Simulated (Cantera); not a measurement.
A jet of CH₄ : O₂ : N₂ = 0.012 : 0.076 : 0.79 (molar parts), equivalence ratio 0.32 at 300 K and 0.340 bar hits a platinum plate 4.1 cm away at a mass flux of 0.089 kg/m²/s; the plate temperature is set and raised in steps from an oxygen-covered start.

Cantera simulation using Deutschmann's 1995 Pt surface mechanism with GRI-Mech 3.0 gas chemistry; the numbers are that mechanism's predictions, not measurements. Catalytic surfaces can have several steady states; this one follows from the mechanism file's or the stated starting coverage.

One state of this run: wall x CH₄ = 0.00346; wall x O₂ = 0.0649; wall x H₂O = 0.0189; wall x OH = 1.12e-7; wall x CO = 2.15e-6; wall x CO₂ = 0.0124; θ free Pt = 0.281; θ O* = 0.718; θ OH* = 0.00162. x: mole fraction at the wall; θ: surface coverage.

Problem. Which value of plate T (K) does it belong to?
A. 1150
B. 1050
C. 1000
D. 950

Solution. C, 1000
